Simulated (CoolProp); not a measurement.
A single-stage vapour-compression cycle with the fluid: evaporating at 284.15 K (dew point), condensing at 308.15 K (bubble point), superheat 8 K, subcooling 2 K, compressor efficiency 0.85, no pressure losses. The same conditions are run with several fluids, on thermodynamics alone (safety and materials aside).

Model: reference Helmholtz-energy equation of state of each fluid (fluoroethane (R161): Wu 2012; R11: Jacobsen 1992; R236FA: Pan 2012; R1233zd(E): Akasaka 2022; sulfur dioxide: Gao 2016; cis-2-butene: Lemmon 2005), in CoolProp.

| fluid | cooling COP | pressure ratio | discharge temperature (K) | refrigerating effect (kJ/kg) | volumetric capacity (kJ/m³) |
|---|---|---|---|---|---|
| fluoroethane (R161) | 8.94 | 1.95 | 328.6 | 324 | 4460 |
| R11 | 9.47 | 2.36 | 325.0 | 171 | 626 |
| R236FA | 9.12 | 2.26 | 313.7 | 133 | 1460 |
| R1233zd(E) | 9.38 | 2.39 | 318.6 | 178 | 758 |
| sulfur dioxide | 9.13 | 2.26 | 354.2 | 345 | 2280 |
| cis-2-butene | 9.36 | 2.20 | 322.2 | 370 | 1180 |
